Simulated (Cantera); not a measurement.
A closed system holds: 1 mol TiCl₄, 1.7 mol H₂, at 1375 K and 79000 Pa.

Method: chemical equilibrium by Gibbs-energy minimisation in Cantera with the NASA 1993 tables (ideal gas, pure condensed phases). Candidate condensed phases: Ti, TiCl₂, TiCl₃, TiCl₄; 10 gas species. The tables' values for TiCl₂ are old estimates; treat these amounts as uncertain. The numbers say what is thermodynamically allowed, not how fast it happens.

Base state: H₂ 0.512, TiCl₄ 0.200, HCl 0.144, TiCl₃ 0.144, TiCl₂ 0.000115 (mole fractions); condensed: gas only.

What changes in the equilibrium state with this change: temperature from 1375 K to 1175 K?


```json
[
 {"species": "H₂", "before": "0.512", "after": "0.573"},
 {"species": "TiCl₄", "before": "0.200", "after": "0.288"},
 {"species": "HCl", "before": "0.144", "after": "0.0696"},
 {"species": "TiCl₃", "before": "0.144", "after": "0.0696"},
 {"species": "TiCl₂", "before": "0.000115", "after": "5.85e-6"}
]
```
